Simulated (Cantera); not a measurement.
Input: 1 mol Fe2O3, 1.1 mol C, 0.31 mol N2, 7.8 mol CO, equilibrated at 133 Pa.

These are equilibrium values from Cantera (NASA tables, ideal gas, pure condensed phases), not measurements of a reactor. Candidate condensed phases: C, Fe, Fe(CO)5, FeO, Fe2O3, Fe3O4; 27 gas species. Mutual solubility and eutectic melting of coexisting phases are not modelled. The tables' stoichiometric FeO is somewhat more stable than real wüstite, so its field is too wide. FeO: taken at fixed stoichiometry. Kinetics and transport are ignored.

Question: At 1400 °C, list the 5 most abundant gas species with their mole fractions, and the condensed phases.

Answer: CO 0.843, CO2 0.120, N2 0.0336, Fe 0.00301, FeO 1.11e-5. Condensed: Fe(δ) + FeO(l).
